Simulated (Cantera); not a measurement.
A perfectly stirred reactor is fed with 2.34 % H2, 97.7 % O2, at 0.0200 bar; it is held at 1325 K, and followed from long to short residence time.

Cantera simulation using the H2/O2 subset of GRI-Mech 3.0, which has no nitrogen chemistry; the numbers are that mechanism's predictions, not measurements. Radical loss at walls, strong at low pressure, is not modelled.

x: mole fraction; the columns are a selection and need not sum to one.

```tsv
τ (s)	x H2	x O2	x O	x HO2	x H2O2
14	1.10e-5	0.976	0.000459	2.30e-7	…
4.4	2.23e-5	0.975	0.000979	3.87e-7	…
1.4	4.43e-5	0.974	0.00203	6.13e-7	…
0.42	8.90e-5	0.971	0.00415	9.25e-7	…
0.13	0.000171	0.968	0.00761	1.27e-6	…
0.041	0.000321	0.963	0.0118	1.58e-6	…
0.013	0.000639	0.959	0.0150	1.84e-6	…
0.0039	0.00152	0.958	0.0158	2.10e-6	…
0.0012	0.00392	0.960	0.0138	2.31e-6	1.00e-7
0.00037	0.0101	0.965	0.00864	2.25e-6	1.05e-7
```

Q: Fill in the missing entries.

A: 
- 14, x H2O2: 1.20e-8
- 4.4, x H2O2: 1.78e-8
- 1.4, x H2O2: 2.49e-8
- 0.42, x H2O2: 3.32e-8
- 0.13, x H2O2: 4.11e-8
- 0.041, x H2O2: 4.83e-8
- 0.013, x H2O2: 5.70e-8
- 0.0039, x H2O2: 7.39e-8
